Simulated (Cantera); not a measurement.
An isothermal, constant-pressure homogeneous reactor starts with 68.1 % CH4, 25.9 % CO2, 5.99 % H2, at 1875 K and 7500 Torr.

Cantera simulation using GRI-Mech 3.0 (53 species, 325 reactions); the numbers are that mechanism's predictions, not measurements. GRI-Mech 3.0 stops at C3 and has no aromatics, soot or wall deposition, so with more carbon than oxygen in the feed, carbon stays in small species such as C2H2 where larger ones or solid carbon would form.

x: mole fraction; the columns are a selection and need not sum to one.

```
t (s)      x CH4    x CO2   x H2    x C2H6    x H2O2      x O2  x C2H2
--------  ------  -------  -----  --------  --------  --------  ------
9.00e-5    0.430    0.214  0.252   0.00270    <1e-12  1.35e-11  0.0502
0.000232   0.283    0.166  0.361   0.00105    <1e-12  3.24e-11   0.104
0.000598       …        …  0.424         …  2.11e-12  4.97e-11       …
0.00154   0.0805   0.0325  0.445  0.000109  4.33e-12  4.12e-11   0.163
0.00397   0.0528   0.0115  0.470   5.76e-5  3.85e-12  2.51e-11   0.158
0.0102    0.0493  0.00853  0.504   4.98e-5  1.79e-12  1.17e-11   0.137
0.0264    0.0472        …  0.543         …    <1e-12  2.85e-12       …
0.0680    0.0449  0.00132  0.572   3.83e-5    <1e-12    <1e-12  0.0922
0.175     0.0440  7.64e-5  0.582   3.64e-5    <1e-12    <1e-12  0.0856
0.452     0.0440  1.79e-6  0.583   3.63e-5    <1e-12    <1e-12  0.0853
1.16      0.0440  1.74e-6  0.583   3.63e-5    <1e-12    <1e-12  0.0853
3.00      0.0440  1.74e-6  0.583   3.63e-5    <1e-12    <1e-12  0.0853
```

### Question
Complete the blanks.

### Answer

- 0.000598, x CH4: 0.159
- 0.000598, x CO2: 0.0990
- 0.000598, x C2H6: 0.000348
- 0.000598, x C2H2: 0.143
- 0.0264, x CO2: 0.00470
- 0.0264, x C2H6: 4.36e-5
- 0.0264, x C2H2: 0.111
